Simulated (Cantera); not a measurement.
**Catalytic stagnation flow on Pt**

A jet of 5.20 % CH4, 7.41 % O2, 87.4 % N2 at 300 K and 105 Torr hits a platinum plate 9.2 cm away at a mass flux of 0.021 kg/m²/s; the plate temperature is set and raised in steps from an oxygen-covered start.

Detailed kinetics in Cantera: Deutschmann's 1995 Pt surface mechanism with GRI-Mech 3.0 gas chemistry. Catalytic surfaces can have several steady states; this one follows from the mechanism file's or the stated starting coverage.

| plate T (K) | wall x CH4 | wall x O2 | wall x H2O | wall x OH | wall x CO | wall x CO2 | θ free Pt | θ H* | θ CO* | θ C* |
|---|---|---|---|---|---|---|---|---|---|---|
| 900 | 0.00526 | 0.00182 | 0.0822 | <1e-8 | 0.0486 | 0.000327 | 0.402 | 0.00121 | 0.371 | 0.225 |
| 950 | 0.00257 | 0.000969 | 0.0805 | <1e-8 | 0.0510 | 0.000800 | 0.571 | 0.00192 | 0.316 | 0.112 |
| 1000 | 0.00150 | 0.000614 | 0.0783 | <1e-8 | 0.0502 | 0.00296 | 0.739 | 0.00207 | 0.230 | 0.0293 |
| 1050 | 0.00112 | 0.000487 | 0.0749 | <1e-8 | 0.0469 | 0.00722 | 0.853 | 0.00207 | 0.136 | 0.00913 |
| 1100 | 0.000968 | 0.000439 | 0.0705 | <1e-8 | 0.0423 | 0.0128 | 0.922 | 0.00200 | 0.0728 | 0.00346 |
x: mole fraction at the wall; θ: surface coverage.
